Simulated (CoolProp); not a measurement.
Saturation properties of CHF3 (R23) (Tc = 299.3 K, pc = 48.32 bar, ω = 0.263).

Computed with CoolProp (reference Helmholtz-energy equation of state, Penoncello 2003).

```
T (K)  p (bar)  vapour Z  liquid viscosity (µPa s)  liquid conductivity (mW/(m K))
-----  -------  --------  ------------------------  ------------------------------
174.3        …    0.9785                       410                             152
183.7   0.6462    0.9680                       346                             142
193      1.127    0.9544                       296                             133
202.4    1.865    0.9371                         …                             126
211.8        …    0.9159                       223                             119
221.2    4.420    0.8904                       195                               …
230.5    6.396    0.8607                       172                             106
239.9    9.008    0.8257                       152                             100
249.3    12.35    0.7850                       133                            94.2
258.6    16.49    0.7382                       117                            88.3
268      21.65    0.6828                       101                            82.2
277.4    27.95    0.6164                      85.7                            75.4
286.7    35.48    0.5334                      70.2                            67.5
```

Question: Complete the blanks.

Answer: 
- 174.3, p (bar): 0.3430
- 202.4, liquid viscosity (µPa s): 256
- 211.8, p (bar): 2.933
- 221.2, liquid conductivity (mW/(m K)): 112

It boils at 191.1 K under 1 atm.

Viscosity comes from a separate model (Shan 2000). Thermal conductivity comes from a separate model (Shan 2000).
